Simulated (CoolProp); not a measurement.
Vapour-liquid equilibrium of ethylene (1) + isobutane (2) at 0.159 MPa; x and y are mole fractions of (1).

Model: multi-fluid Helmholtz-energy mixture model, Smukala 2000 and Bücker 2006; pair parameters Bell 2016, in CoolProp.

Give the bubble temperature and the first vapour's composition at x = 0.425, 0.65, 0.95. Is there an azeotrope?

x = 0.425: 197.2 K, y = 0.988; x = 0.65: 186.6 K, y = 0.997; x = 0.95: 178.5 K, y = 1.000. No azeotrope shows between x = 0.05 and 0.95.

Pair parameters are fitted to limited data, so mixtures are less certain than the pure fluids.
